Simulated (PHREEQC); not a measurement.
1 kg of water holding 0.064 mol NaCl meets 20 L of dry gas (N2 1 by moles) at fixed total pressure, at 100 °C; fugacities by Peng-Robinson. The gases take part in no redox reaction, some water evaporates into the gas, and hydrates or a liquid gas phase aren't modelled. Nothing may precipitate in this run.

Computed with PHREEQC (ion-association model, phreeqc.dat).

```tsv
P (atm)	dissolved N2 (mol/kgw)	φ of N2
2	0.000452	1.004
5	0.00180	1.002
10	0.00402	…
20	…	1.002
30	0.0127	1.002
40	…	1.004
50	…	1.005
75	0.0313	…
100	0.0411	1.013
150	0.0597	1.025
200	0.0771	1.040
300	0.109	1.079
400	0.138	1.128
```

Problem. Fill in the missing entries.

Solution. 
- 10, φ of N2: 1.001
- 20, dissolved N2 (mol/kgw): 0.00842
- 40, dissolved N2 (mol/kgw): 0.0170
- 50, dissolved N2 (mol/kgw): 0.0212
- 75, φ of N2: 1.008

Species that the database lacks are ignored. Constants without temperature data keep their 25 °C values here.
